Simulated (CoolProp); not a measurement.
Aqueous methanol as a coolant, at 31 °C, 1 atm.

Model: Melinder's fits for secondary coolants, in CoolProp.

```
mass %  freezing point (°C)  cp (kJ/(kg K))  conductivity (W/(m K))  viscosity (mPa s)  Prandtl number
------  -------------------  --------------  ----------------------  -----------------  --------------
4.9                    -2.9           4.185                   0.585              0.879            6.29
10.7                   -7.1           4.172                   0.549              0.999            7.59
16.5                  -11.9           4.137                   0.515               1.11            8.95
22.3                  -17.3           4.092                   0.482               1.21            10.3
28.1                  -23.5           4.036                   0.451               1.29            11.5
33.9                  -30.5           3.964                   0.421               1.33            12.5
39.7                  -38.3           3.870                   0.393               1.35            13.3
45.5                  -47.0           3.752                   0.367               1.33            13.6
51.3                  -56.7           3.618                   0.344               1.30            13.7
```
